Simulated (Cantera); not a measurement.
Input (Python, Cantera) and output of one run.

```python
import numpy as np
import cantera as ct

gas_names = """
    H HO2 H2 H2O H2O2 O OH O2 O3 V VO VO2
""".split()
cond_names = """
    H2O(s) H2O(L) V(cr) V(L) VO(s) VO(L) V2O3(s) V2O3(L) V2O4(I) V2O4(II) V2O4(L) V2O5(s) V2O5(L)
""".split()


# ... load() reads the species with a 1 bar reference pressure and builds the phases ...
atoms = {
    'V': {'V': 1},
    'H2O': {'H': 2, 'O': 1},
}
top_T = {}  # K; cautious upper limits of use, not melting points


# ... equilibrate(T, P, feed) seeds the gas with the atoms and calls Mixture.equilibrate('TP', solver="vcs", rtol=1e-11, max_steps=5000) ...
results = []
feed = {'V': 1, 'H2O': 0.13}  # mol
T = 2050  # K
P = 101325  # Pa
mix = equilibrate(T, P, feed)
results.append((T, P, feed, dict(zip(mix.species_names, mix.species_moles))))
print(gas.report(threshold=1e-05))
for i in range(1, mix.n_phases):
    print(f"{mix.phase(i).name:16s} {mix.phase_moles(i):12.5e} mol")
```

It prints:

```
       temperature   2050 K
          pressure   1.0132e+05 Pa
           density   0.012014 kg/m^3
  mean mol. weight   2.021 kg/kmol
   phase of matter   gas

                          1 kg             1 kmol
                     ---------------   ---------------
          enthalpy        2.7243e+07        5.5058e+07  J
   internal energy        1.8809e+07        3.8014e+07  J
           entropy             93675        1.8932e+05  J/K
    Gibbs function       -1.6479e+08       -3.3305e+08  J
 heat capacity c_p             16991             34339  J/K
 heat capacity c_v             12877             26024  J/K

                      mass frac. Y      mole frac. X     chem. pot. / RT
                     ---------------   ---------------   ---------------
                 H         0.0011225         0.0022507           -9.7745
                H2           0.99483           0.99732           -19.549
               H2O          0.003777        0.00042373           -49.521
     [   +9 minor]         0.0002696         9.272e-06

V(cr)             8.70055e-01 mol
VO(s)             1.29944e-01 mol
V2O3(s)           0.00000e+00 mol
V2O4(L)           0.00000e+00 mol
V2O5(L)           0.00000e+00 mol
```

These are equilibrium values from Cantera (NASA tables, ideal gas, pure condensed phases), not measurements of a reactor. Mutual solubility and eutectic melting of coexisting phases are not modelled. VO: taken at fixed stoichiometry. Condensed phases not in the tables: N, O or C dissolved in the metal.
